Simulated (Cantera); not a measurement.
A closed system holds: 1 mol PbO, 0.038 mol H2O, 2.5 mol H2, equilibrated at 1573.15 K.

Cantera equilibrium calculation (NASA polynomials, part measured and part estimated; ideal gas, pure solids and liquids). Candidate condensed phases: H2O, Pb, PbO, PbO2, Pb3O4; 12 gas species. The numbers say what is thermodynamically allowed, not how fast it happens.

Problem. Which condensed phases are stable at each of these points (P (Pa)): 1000, 4000, 16000, 63000, 250000, 1000000?

Solution. 
```tsv
P (Pa)	condensed phases	Pb condensed (%)
1000	gas only	0.0
4000	gas only	0.0
16000	gas only	0.0
63000	Pb(l)	79.0
250000	Pb(l)	95.0
1000000	Pb(l)	98.8
```

From 1000 Pa to 16000 Pa nothing is condensed. From 63000 Pa to 1000000 Pa the condensed part is Pb(l).
